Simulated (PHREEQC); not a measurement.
A solution holds 19 mmol/kgw H3PO4 and 16 mmol/kgw Na2SO4, at 80 °C. Closed to the air; pH follows from the charge balance.

The numbers come from PHREEQC with the ion-association model, wateq4f.dat.

```
quantity                  before   after
------------------------  ------  ------
pH                          2.44    8.69
ionic strength (mol/kgw)  0.0440  0.0991
```

Q: Which change was made?
A. H3PO4 replaced by K3PO4 at the same molality
B. Na2SO4 replaced by CuSO4 at the same molality
C. H3PO4 replaced by Na2HPO4 at the same molality
D. 0.0078 mol/kgw Na2SeO3 added
E. Na2SO4 replaced by Na2SiO3 at the same molality

A: C, H3PO4 replaced by Na2HPO4 at the same molality

Precipitation was switched off in this run. H3PO4, which wateq4f.dat lacks, is added to it with the constant of phreeqc.dat. At this temperature some constants are extrapolated from 25 °C, and those without enthalpy data are left unchanged.
